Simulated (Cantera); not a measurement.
A perfectly stirred reactor is fed with NH3 : H2 = 1 : 0.11 (molar parts), at 128 Torr; it is held at 1750 K, and followed from long to short residence time.

Detailed kinetics in Cantera: the gas-phase N/H chemistry of the illustrative SiF4/NH3 mechanism in the Surface Chemkin manual (1991). Walls and surfaces, which speed up NH3 decomposition in real reactors, are not modelled.

```csv
quantity,before,after
x(NH3) at τ = 4.80 s,0.320,0.901
x(H2) at τ = 4.80 s,0.527,0.0992
x(NH2) at τ = 4.80 s,0.000161,2.05e-6
x(N2) at τ = 4.80 s,0.153,1.87e-5
x(H) at τ = 4.80 s,0.000102,1.37e-7
x(NH3) at τ = 74.0 ms,0.874,0.901
x(H2) at τ = 74.0 ms,0.118,0.0991
x(NH2) at τ = 74.0 ms,0.000309,1.99e-7
x(N2) at τ = 74.0 ms,0.00686,2.30e-9
x(H) at τ = 74.0 ms,1.62e-5,1.33e-8
```

**Question.** Name the change that produced these shifts.
(A) pressure from 128 Torr to 10.00 Torr
(B) temperature 1750 to 2023 K
(C) pressure from 128 Torr to 97.5 Torr
(D) temperature 1750 to 1225 K

**Answer.** D, temperature 1750 to 1225 K
